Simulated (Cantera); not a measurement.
# Adiabatic ignition

An adiabatic, constant-pressure homogeneous reactor starts with 4.79 % C3H8, 20.0 % O2, 75.2 % N2, at 1400 K and 420 Torr.

Cantera simulation using GRI-Mech 3.0 (53 species, 325 reactions); the numbers are that mechanism's predictions, not measurements. GRI-Mech 3.0 was tuned for natural gas; its chemistry of propane as a main component is partial and can be far from experiment.

```csv
t (s),T (K),x C3H8,x O2,x CO2,x H2O2,x CH4
2.00e-6,1400,0.0479,0.200,2.38e-10,1.59e-8,1.81e-7
5.46e-6,1399,0.0478,0.200,8.08e-9,2.51e-7,1.57e-6
1.49e-5,1397,0.0474,0.200,2.18e-7,2.87e-6,1.43e-5
4.07e-5,1394,0.0459,0.199,4.65e-6,1.03e-5,0.000121
0.000111,1395,0.0410,0.196,3.26e-5,1.29e-5,0.000715
0.000304,1515,0.0108,0.160,0.000664,0.000129,0.00462
0.000829,2614,<1e-12,0.0133,0.0503,7.98e-8,<1e-12
0.00226,2711,<1e-12,0.0103,0.0535,1.04e-7,<1e-12
0.00618,2708,<1e-12,0.00948,0.0532,1.00e-7,<1e-12
0.0169,2707,<1e-12,0.00930,0.0531,9.92e-8,<1e-12
0.0461,2707,<1e-12,0.00930,0.0531,9.91e-8,<1e-12
0.126,2707,<1e-12,0.00930,0.0531,9.91e-8,<1e-12
0.344,2707,<1e-12,0.00930,0.0531,9.91e-8,<1e-12
0.939,2707,<1e-12,0.00930,0.0531,9.91e-8,<1e-12
2.56,2707,<1e-12,0.00930,0.0531,9.91e-8,<1e-12
7.00,2707,<1e-12,0.00930,0.0531,9.91e-8,<1e-12
```
x: mole fraction; the columns are a selection and need not sum to one.

* **time of steepest temperature rise**: 0.335 ms
* **temperature at 7.00 s**: 2707 K
* **equilibrium temperature**: 2707 K
* **x(C3H8) at 7.00 s**: <1e-12 (gas-phase equilibrium <1e-12)
* **x(O2) at 7.00 s**: 0.00930 (gas-phase equilibrium 0.00930)
* **x(CO2) at 7.00 s**: 0.0531 (gas-phase equilibrium 0.0531)
